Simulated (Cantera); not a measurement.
A closed system holds: 1 mol Si, 8 mol HBr, held at 10.0 mbar.

Equilibrium computed with Cantera from the NASA thermochemical tables; the gas is ideal and each condensed phase is pure. Candidate condensed phases: Br2, Si; 19 gas species. The tables' values for SiBr3 are old estimates; treat these amounts as uncertain. Rates play no part. All values below are at 1025 °C.

Base state: HBr 0.623, H2 0.236, SiBr4 0.0933, SiBr2 0.0341, SiBr3 0.00871, Br 0.00333, SiHBr3 0.000975, Br2 1.48e-5 (mole fractions); condensed: gas only.

Q: What changes in the equilibrium state with this change: pressure from 10.0 mbar to 0.170 bar?

A: 
| species | before | after |
|---|---|---|
| HBr | 0.623 | 0.580 |
| H2 | 0.236 | 0.277 |
| SiBr4 | 0.0933 | 0.133 |
| SiBr2 | 0.0341 | 0.00386 |
| Br | 0.00333 | 0.000696 |
| SiBr3 | 0.00871 | 0.00349 |
